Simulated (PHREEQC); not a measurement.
Make-up at 25 °C: 110 mmol/kgw Cd(NO3)2. Closed to the air; pH follows from the charge balance.

Model: ion-association model, phreeqc.dat, run in PHREEQC.

Precipitation was switched off in this run.

Question: Predict the pH, density.

Answer: pH 5.59; density 1.018 g/cm³.

Question: In which forms is N present?

Answer: NO3- 94 %, CdNO3+ 5.9 % of the N.

Complexes and solids missing from the database can't appear.
